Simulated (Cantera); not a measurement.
Source: NASA polynomial tables (part measured, part estimated), evaluated in Cantera. Values are per mole of reaction as written; species without (g) are pure solids or liquids, kept so even where they would boil at 1 bar. The tables' values for SiF2 are old estimates.

Problem. Between 2700 and 2900 K, where is each reaction favourable under standard conditions?
- SiH3(g) + H(g) = SiH4(g)
- 5 SiH4(g) + SiF2(g) = 2 HF(g) + 6 SiH3(g)
- SiH4(g) = 2 H2(g) + Si(g)

Solution. 
- SiH3(g) + H(g) = SiH4(g): ΔG° is -22 kJ at 2700 K and 6 kJ at 2900 K; it changes sign between 2850 and 2875 K. ΔH° is -398 kJ and ΔS° -139 J/K at 2900 K.
- 5 SiH4(g) + SiF2(g) = 2 HF(g) + 6 SiH3(g): ΔG° is 129 kJ at 2700 K and 58 kJ at 2900 K; it stays positive (K < 1). ΔH° is 1092 kJ and ΔS° 357 J/K at 2900 K.
- SiH4(g) = 2 H2(g) + Si(g): ΔG° is -230 kJ at 2700 K and -278 kJ at 2900 K; it stays negative (K > 1). ΔH° is 408 kJ and ΔS° 236 J/K at 2900 K.
